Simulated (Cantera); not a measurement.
Source: NASA polynomial tables (part measured, part estimated), evaluated in Cantera. Values are per mole of reaction as written; species without (g) are pure solids or liquids, kept so even where they would boil at 1 bar.

Question: Between 748 and 1548 K, where is each reaction favourable under standard conditions?
- CsOH + CsCl ⇌ O(g) + HCl(g) + 2 Cs(g)

Answer: 
- CsOH + CsCl ⇌ O(g) + HCl(g) + 2 Cs(g): ΔG° is 811 kJ at 748 K and 495 kJ at 1548 K; it stays positive (K < 1). ΔH° is 1069 kJ and ΔS° 371 J/K at 1548 K.
